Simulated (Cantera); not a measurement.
## Hydrocarbon pyrolysis for carbon deposition

An isothermal, constant-pressure homogeneous reactor starts with 23.8 % C2H6, 76.2 % H2, at 1900 K and 0.133 bar.

Computed with Cantera and GRI-Mech 3.0 (53 species, 325 reactions). GRI-Mech 3.0 stops at C3 and has no aromatics, soot or wall deposition, so with more carbon than oxygen in the feed, carbon stays in small species such as C2H2 where larger ones or solid carbon would form.

| t (s) | x C2H6 | x H2 | x H | x C2H4 | x C2H2 | x CH2 | x CH3 |
|---|---|---|---|---|---|---|---|
| 9.00e-5 | 0.000689 | 0.705 | 0.00292 | 0.0243 | 0.0731 | 2.47e-5 | 0.0143 |
| 0.000253 | 0.000244 | 0.723 | 0.00165 | 0.0102 | 0.0936 | 1.00e-5 | 0.00728 |
| 0.000713 | 0.000133 | 0.739 | 0.00136 | 0.00361 | 0.107 | 6.54e-6 | 0.00516 |
| 0.00201 | 7.88e-5 | 0.763 | 0.00143 | 0.00188 | 0.121 | 5.54e-6 | 0.00401 |
| 0.00565 | 2.90e-5 | 0.794 | 0.00158 | 0.000789 | 0.138 | 4.12e-6 | 0.00249 |
| 0.0159 | 6.01e-6 | 0.818 | 0.00177 | 0.000323 | 0.151 | 2.46e-6 | 0.00117 |
| 0.0448 | 8.18e-7 | 0.830 | 0.00192 | 0.000227 | 0.158 | 1.13e-6 | 0.000439 |
| 0.126 | 1.07e-7 | 0.835 | 0.00198 | 0.000216 | 0.160 | 4.38e-7 | 0.000157 |
| 0.355 | 2.64e-8 | 0.836 | 0.00200 | 0.000216 | 0.160 | 2.02e-7 | 7.01e-5 |
| 1.00 | 1.91e-8 | 0.836 | 0.00200 | 0.000216 | 0.161 | 1.63e-7 | 5.60e-5 |
x: mole fraction; the columns are a selection and need not sum to one.

Equilibrium at this temperature and pressure: C2H6 1.90e-8, H2 0.836, H 0.00200, C2H4 0.000216, C2H2 0.161, CH2 1.62e-7, CH3 5.58e-5 (gas phase only).
